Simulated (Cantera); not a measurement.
## Stirred combustor or abatement burner

A perfectly stirred reactor is fed with 22.9 % H2, 16.2 % O2, 60.8 % N2, 0.108 % NO, at 19.0 bar; it is adiabatic with a 648 K inlet, and is followed from long to short residence time, starting on the burning branch (τ in s: 0.066, 0.023, 0.0078, 0.0027, 0.00093, 0.00032, 0.00011, 3.8e-05, 1.3e-05, 4.6e-06).

Cantera simulation using GRI-Mech 3.0 (53 species, 325 reactions); the numbers are that mechanism's predictions, not measurements. The hydrogen kinetics of GRI-Mech 3.0 are dated; newer H2 mechanisms differ, most at raised pressure. The pressure lies above the range GRI-Mech 3.0 was tuned for (to about 10 atm). The mechanism lacks 2 NO + O2 → 2 NO2 and HONO, so NO2 and the effect of NO are under-described below about 1400 K.

```json
[
 {"τ (s)": "0.066", "T (K)": "2305", "x H2": "0.000573", "x O2": "0.0495", "x NO": "0.00606", "x N2": "0.683", "x OH": "0.00401", "x H": "5.53e-5", "x O": "0.000264"},
 {"τ (s)": "0.023", "T (K)": "2308", "x H2": "0.000584", "x O2": "0.0501", "x NO": "0.00481", "x N2": "0.684", "x OH": "0.00407", "x H": "5.68e-5", "x O": "0.000271"},
 {"τ (s)": "0.0078", "T (K)": "2311", "x H2": "0.000610", "x O2": "0.0509", "x NO": "0.00323", "x N2": "0.685", "x OH": "0.00416", "x H": "6.00e-5", "x O": "0.000282"},
 {"τ (s)": "0.0027", "T (K)": "2312", "x H2": "0.000668", "x O2": "0.0515", "x NO": "0.00212", "x N2": "0.685", "x OH": "0.00427", "x H": "6.64e-5", "x O": "0.000298"},
 {"τ (s)": "0.00093", "T (K)": "2311", "x H2": "0.000820", "x O2": "0.0517", "x NO": "0.00159", "x N2": "0.685", "x OH": "0.00448", "x H": "8.29e-5", "x O": "0.000331"},
 {"τ (s)": "0.00032", "T (K)": "2307", "x H2": "0.00120", "x O2": "0.0518", "x NO": "0.00138", "x N2": "0.685", "x OH": "0.00495", "x H": "0.000129", "x O": "0.000413"},
 {"τ (s)": "0.00011", "T (K)": "2295", "x H2": "0.00208", "x O2": "0.0520", "x NO": "0.00130", "x N2": "0.685", "x OH": "0.00588", "x H": "0.000260", "x O": "0.000612"},
 {"τ (s)": "3.8e-5", "T (K)": "2273", "x H2": "0.00387", "x O2": "0.0523", "x NO": "0.00126", "x N2": "0.683", "x OH": "0.00735", "x H": "0.000611", "x O": "0.00103"},
 {"τ (s)": "1.3e-5", "T (K)": "2231", "x H2": "0.00732", "x O2": "0.0532", "x NO": "0.00124", "x N2": "0.681", "x OH": "0.00923", "x H": "0.00152", "x O": "0.00184"},
 {"τ (s)": "4.6e-6", "T (K)": "2160", "x H2": "0.0133", "x O2": "0.0553", "x NO": "0.00123", "x N2": "0.677", "x OH": "0.0109", "x H": "0.00353", "x O": "0.00311"}
]
```
x: mole fraction; the columns are a selection and need not sum to one.
